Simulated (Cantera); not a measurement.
A closed system holds: 1 mol CaF2, 0.064 mol O2, 62 mol N2, held at 31.0 mbar.

These are equilibrium values from Cantera (NASA tables, ideal gas, pure condensed phases), not measurements of a reactor. Candidate condensed phases: Ca, CaF2, CaO; 22 gas species. Rates play no part.

Q: At 1327 °C, list the 4 most abundant gas species with their mole fractions, and the condensed phases.

A: N2 0.998, O2 0.000956, CaF2 0.000509, NO 0.000147. Condensed: CaF2(s).
